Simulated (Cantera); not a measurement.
## Equilibrium for calcination and drying: CaCO3 + O2 + H2O

Input: 1 mol CaCO3, 0.34 mol O2, 3.9 mol H2O, equilibrated at 0.350 bar.

Equilibrium computed with Cantera from the NASA thermochemical tables; the gas is ideal and each condensed phase is pure. Candidate condensed phases: C, C6H6, C7H8, C8H18, Ca, CaCO3, CaO, Ca(OH)2, H2O; 115 gas species. The numbers say what is thermodynamically allowed, not how fast it happens.

```
T (K)  x H2O    x CO2    x O2      x OH      x CO      x H2       x O  n CaCO3(calcite)  n Ca(OH)2(s)  n CaO(s)
-----  -----  -------  ------  --------  --------  --------  --------  ----------------  ------------  --------
550    0.920  1.86e-6  0.0802    <1e-12    <1e-12    <1e-12    <1e-12             1.000             0         0
700    0.920  5.34e-5  0.0802  8.33e-11    <1e-12    <1e-12    <1e-12             1.000      0.000226         0
850    0.916  0.00410  0.0799   1.13e-8    <1e-12  2.51e-12    <1e-12             0.983             0    0.0174
1000   0.775    0.157  0.0676   3.13e-7  6.21e-11  4.41e-10  6.91e-11             0.211             0     0.789
1150   0.744    0.191  0.0649   3.90e-6   6.47e-9   2.12e-8   3.58e-9                 0             0      1.00
1300   0.744    0.191  0.0649   2.78e-5   1.94e-7   4.29e-7   7.62e-8                 0             0      1.00
1450   0.744    0.191  0.0649  0.000132   2.85e-6   4.68e-6   8.64e-7                 0             0     1.000
1600   0.744    0.191  0.0648  0.000468   2.53e-5   3.28e-5   6.24e-6                 0             0     1.000
1750   0.743    0.191  0.0647   0.00133  0.000153  0.000165   3.22e-5                 0             0     1.000
1900   0.741    0.190  0.0646   0.00322  0.000692  0.000642  0.000128                 0             0     1.000
2050   0.735    0.188  0.0650   0.00683   0.00247   0.00203  0.000419                 0             0     0.999
2200   0.724    0.182  0.0668    0.0131   0.00716   0.00540   0.00118                 0             0     0.998
```
x: gas mole fraction; n: condensed amount in mol.

At 550 K the condensed part is CaCO3(calcite). At 700 K the condensed part is CaCO3(calcite) + Ca(OH)2(s). From 850 K to 1000 K the condensed part is CaCO3(calcite) + CaO(s). From 1150 K to 2200 K the condensed part is CaO(s).
